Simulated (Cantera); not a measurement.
A perfectly stirred reactor is fed with 21.3 % H2, 78.7 % O2, equivalence ratio 0.14, at 0.00760 atm; it is held at 1425 K, and followed from long to short residence time.

Cantera simulation using GRI-Mech 3.0 (53 species, 325 reactions); the numbers are that mechanism's predictions, not measurements. Radical loss at walls, strong at low pressure, is not modelled. The temperature is held fixed by assumption; the heat of reaction is taken as removed at once.

### Question
Predict: x(H2) at τ = 0.320 s; x(O2) at τ = 0.320 s; x(H) at τ = 0.320 s; x(OH) at τ = 0.320 s; x(H2O) at τ = 0.320 s; x(H2) at τ = 3.30 ms; x(O2) at τ = 3.30 ms; x(H) at τ = 3.30 ms; x(OH) at τ = 3.30 ms; x(H2O) at τ = 3.30 ms.

### Answer
```
Quantity                Result
---------------------  -------
x(H2) at τ = 0.320 s   0.00344
x(O2) at τ = 0.320 s     0.735
x(H) at τ = 0.320 s    0.00756
x(OH) at τ = 0.320 s    0.0111
x(H2O) at τ = 0.320 s    0.220
x(H2) at τ = 3.30 ms    0.0164
x(O2) at τ = 3.30 ms     0.660
x(H) at τ = 3.30 ms     0.0597
x(OH) at τ = 3.30 ms    0.0204
x(H2O) at τ = 3.30 ms    0.157
```
